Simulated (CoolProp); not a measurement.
Saturation properties of R1234ze(Z) (Tc = 150.1 °C, pc = 3.531 MPa, ω = 0.327).

Model: reference Helmholtz-energy equation of state, Akasaka 2019, in CoolProp.

| T (°C) | p (MPa) | liquid density (kg/m³) | surface tension (mN/m) |
|---|---|---|---|
| 51.75 | 0.4111 | 1149 | 9.54 |
| 57.05 | 0.4769 | 1133 | 8.91 |
| 62.25 | 0.5491 | 1117 | 8.31 |
| 67.45 | 0.6293 | 1100 | 7.71 |
| 72.65 | 0.7180 | 1083 | 7.13 |
| 77.85 | 0.8158 | 1065 | 6.55 |
| 83.05 | 0.9235 | 1047 | 5.98 |
| 88.25 | 1.041 | 1027 | 5.42 |
| 93.45 | 1.171 | 1007 | 4.87 |
| 98.75 | 1.314 | 985.7 | 4.32 |
| 103.95 | 1.468 | 963.4 | 3.79 |

It boils at 9.7 °C under 1 atm.

Surface tension comes from a separate correlation (Kondou 2015).
